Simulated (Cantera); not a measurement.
Feed: 1 mol Fe, 1.3 mol CO₂, 3.7 mol N₂, at 1.00 bar.

Cantera equilibrium calculation (NASA polynomials, part measured and part estimated; ideal gas, pure solids and liquids). Candidate condensed phases: C, Fe, Fe(CO)₅, FeO, Fe₂O₃, Fe₃O₄; 27 gas species. The tables' stoichiometric FeO is somewhat more stable than real wüstite, so its field is too wide. FeO: taken at fixed stoichiometry. Rates play no part.

Problem. Which condensed phases are stable at each of these points (T (K)): 1600, 1650, 1700, 1750, 1800, 1850, 1900, 1950?

Solution. 
```csv
T (K),condensed phases,Fe condensed (%)
1600,FeO(s),100.0
1650,FeO(l),100.0
1700,FeO(l),100.0
1750,FeO(l),100.0
1800,FeO(l),100.0
1850,FeO(l),100.0
1900,FeO(l),100.0
1950,FeO(l),100.0
```

At 1600 K the condensed part is FeO(s). From 1650 K to 1950 K the condensed part is FeO(l).
